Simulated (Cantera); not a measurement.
An adiabatic, constant-pressure homogeneous reactor starts with C₃H₈ : O₂ : N₂ : CO₂ = 1 : 6.67 : 25.1 : 6.5 (molar parts), equivalence ratio 0.75, at 1725 K and 7500 Torr. Integrator tolerance rtol = 1e-08.

Cantera simulation using GRI-Mech 3.0 (53 species, 325 reactions); the numbers are that mechanism's predictions, not measurements. GRI-Mech 3.0 was tuned for natural gas; its chemistry of propane as a main component is partial and can be far from experiment.

Q: What does this change do: pressure from 7500 Torr to 383 Torr?

A: 
```
quantity                                                              before                                      after
---------------------------------  -----------------------------------------  -----------------------------------------
time of steepest temperature rise                                    3.89 µs                                    33.5 µs
temperature at 1.00 s                                                 2654 K                                     2499 K
equilibrium temperature                                               2654 K                                     2499 K
x(C₃H₈) at 1.00 s                      <1e-12 (gas-phase equilibrium <1e-12)      <1e-12 (gas-phase equilibrium <1e-12)
x(O₂) at 1.00 s                        0.0450 (gas-phase equilibrium 0.0450)      0.0531 (gas-phase equilibrium 0.0531)
x(CO₂) at 1.00 s                         0.207 (gas-phase equilibrium 0.207)        0.187 (gas-phase equilibrium 0.187)
x(CH₂O) at 1.00 s                  1.64e-10 (gas-phase equilibrium 1.64e-10)  2.68e-11 (gas-phase equilibrium 2.68e-11)
x(CH₃) at 1.00 s                       <1e-12 (gas-phase equilibrium <1e-12)      <1e-12 (gas-phase equilibrium <1e-12)
```

Q: What does this change do: initial temperature 1725 to 1450 K?

A: 
| quantity | before | after |
|---|---|---|
| time of steepest temperature rise | 3.89 µs | 42.5 µs |
| temperature at 1.00 s | 2654 K | 2499 K |
| equilibrium temperature | 2654 K | 2499 K |
| x(C₃H₈) at 1.00 s | <1e-12 (gas-phase equilibrium <1e-12) | <1e-12 (gas-phase equilibrium <1e-12) |
| x(O₂) at 1.00 s | 0.0450 (gas-phase equilibrium 0.0450) | 0.0416 (gas-phase equilibrium 0.0416) |
| x(CO₂) at 1.00 s | 0.207 (gas-phase equilibrium 0.207) | 0.221 (gas-phase equilibrium 0.221) |
| x(CH₂O) at 1.00 s | 1.64e-10 (gas-phase equilibrium 1.64e-10) | 4.43e-11 (gas-phase equilibrium 4.43e-11) |
| x(CH₃) at 1.00 s | <1e-12 (gas-phase equilibrium <1e-12) | <1e-12 (gas-phase equilibrium <1e-12) |
